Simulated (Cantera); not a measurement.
Feed: 1 mol HCl, 0.019 mol O2, 0.23 mol N2, at 2850 °C and 100 Torr.

These are equilibrium values from Cantera (NASA tables, ideal gas, pure condensed phases), not measurements of a reactor. Candidate condensed phases: H2O, NH4Cl; 29 gas species. Equilibrium is a limit: real reactors are often held back by kinetics, nucleation or transport.

Base state: Cl 0.353, HCl 0.236, H 0.175, N2 0.135, H2 0.0790, O 0.00783, H2O 0.00727, OH 0.00586 (mole fractions); condensed: gas only.

Q: What changes in the equilibrium state with this change: temperature from 2850 °C to 1675 °C?

A: 
```tsv
species	before	after
HCl	0.236	0.729
N2	0.135	0.181
Cl	0.353	0.0575
H	0.175	9.10e-5
H2	0.0790	0.000865
H2O	0.00727	0.0289
N	3.01e-5	<1e-9
O	0.00783	2.15e-5
OH	0.00586	0.000275
Cl2	0.000121	0.00122
NO	0.000838	0.000122
```
